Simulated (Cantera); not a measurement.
Input (Python, Cantera) and output of one run.

```python
import numpy as np
import cantera as ct

gas_names = """
    Cr CrN CrO CrO2 CrO3 N NO NO2 NO3 N2 N2O O O2 O3
""".split()
cond_names = """
    Cr(cr) Cr(L) CrN(s) Cr2N(s) Cr2O3(s) Cr2O3(L)
""".split()


def load(file, names, dense=False):
    # The tables refer to 1 bar. Condensed volumes are neglected.
    table = {s.name: s for s in ct.Species.list_from_file(file)}
    out = []
    for n in names:
        d = dict(table[n].input_data)
        d["thermo"] = dict(d["thermo"], **{"reference-pressure": 1e5})
        if dense:
            d["equation-of-state"] = {"model": "constant-volume", "density": "1e6 g/cm^3"}
        out.append(ct.Species.from_dict(d))
    return out


gas = ct.Solution(thermo="ideal-gas", species=load("nasa_gas.yaml", gas_names))
cond = {s.name: ct.Solution(thermo="fixed-stoichiometry", species=[s], name=s.name)
        for s in load("nasa_condensed.yaml", cond_names, dense=True)}
atoms = {
    'Cr': {'Cr': 1},
    'O2': {'O': 2},
    'N2': {'N': 2},
}
top_T = {'CrN(s)': 1900, 'Cr2N(s)': 1900}  # K; cautious upper limits of use, not melting points


def equilibrate(T, P, feed):
    n = {}
    for name, mol in feed.items():
        for a, k in atoms[name].items():
            n[a] = n.get(a, 0.0) + k * mol
    gas.TPX = T, P, n
    mass = sum(n.values()) * gas.mean_molecular_weight
    gas.equilibrate("TP")
    valid = [c for c in cond.values() if c.min_temp <= T <= top_T.get(c.name, c.max_temp)]
    mix = ct.Mixture([(gas, mass / gas.mean_molecular_weight)] + [(c, 0.0) for c in valid])
    mix.T, mix.P = T, P
    mix.equilibrate("TP", solver="vcs", rtol=1e-11, max_steps=5000)
    return mix


results = []
feed = {'Cr': 1, 'O2': 0.36, 'N2': 1.6}  # mol
P = 13332.2  # Pa
for T in [1425, 1475, 1525, 1575, 1625, 1675, 1725, 1775, 1825, 1875, 1925, 1975, 2025, 2075]:
    mix = equilibrate(T, P, feed)
    results.append((T, P, feed, dict(zip(mix.species_names, mix.species_moles))))

top = {s: max(r[3][s] / sum(r[3][g] for g in gas_names) for r in results) for s in gas_names}
cols = sorted((s for s in top if top[s] > 1e-05), key=lambda s: -top[s])[:8]
seen = [c for c in cond_names if any(r[3].get(c, 0) > 1e-12 for r in results)]
print("log10 of partial pressures in bar; condensed amounts in mol")
print(f"{'T/K':>10s}" + "".join(f"{s[:9]:>10s}" for s in cols + seen))
for T, P, feed, n in results:
    ng = sum(n[g] for g in gas_names)
    print(f"{T:10.4g}" + "".join(f"{np.log10(max(n[s] / ng * P / 1e5, 1e-99)):10.3f}" for s in cols)
          + "".join(f"{n.get(c, 0):10.4g}" for c in seen))
```

It prints:

```
log10 of partial pressures in bar; condensed amounts in mol
       T/K        N2        Cr       CrO    Cr(cr)   Cr2N(s)  Cr2O3(s)
      1425    -0.875    -7.169   -10.735         0      0.26      0.24
      1475    -0.875    -6.618   -10.030         0      0.26      0.24
      1525    -0.875    -6.104    -9.373         0      0.26      0.24
      1575    -0.875    -5.624    -8.758         0      0.26      0.24
      1625    -0.875    -5.222    -8.198    0.5199         0      0.24
      1675    -0.875    -4.855    -7.676    0.5198         0      0.24
      1725    -0.875    -4.511    -7.185    0.5196         0      0.24
      1775    -0.875    -4.187    -6.723    0.5192         0      0.24
      1825    -0.876    -3.882    -6.287    0.5184         0      0.24
      1875    -0.876    -3.594    -5.875    0.5169         0      0.24
      1925    -0.877    -3.322    -5.485    0.5143         0      0.24
      1975    -0.878    -3.065    -5.117    0.5096         0      0.24
      2025    -0.880    -2.821    -4.767    0.5016         0    0.2399
      2075    -0.884    -2.590    -4.434    0.4884         0    0.2398
```

These are equilibrium values from Cantera (NASA tables, ideal gas, pure condensed phases), not measurements of a reactor. Mutual solubility and eutectic melting of coexisting phases are not modelled.
